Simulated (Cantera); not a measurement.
Feed: 1 mol Fe₂O₃, 6.7 mol C, 2.3 mol CO, held at 2175 K and 1.33 mbar.

Cantera equilibrium calculation (NASA polynomials, part measured and part estimated; ideal gas, pure solids and liquids). Candidate condensed phases: C, Fe, Fe(CO)₅, FeO, Fe₂O₃, Fe₃O₄; 15 gas species. The numbers say what is thermodynamically allowed, not how fast it happens.

Base state: CO 0.726, Fe 0.274 (mole fractions); condensed: C(graphite).

**Question.** What changes in the equilibrium state with this change: Fe₂O₃ replaced by Ta₂O₅?

**Answer.** 
```tsv
species	before	after
CO	0.726	1.000
TaO	0	0.000127
CO₂	8.37e-9	3.71e-5
Fe	0.274	0
TaO₂	0	3.51e-5
C(graphite), mol	3.70	0
Ta(s), mol	0	0.297
TaC(s), mol	0	1.70
```
Mutual solubility and eutectic melting of coexisting phases are not modelled. TaC: taken at fixed stoichiometry. Condensed phases not in the tables: Ta₂C, N, O or C dissolved in the metal. Further candidate phases: Ta, TaC, Ta₂O₅.
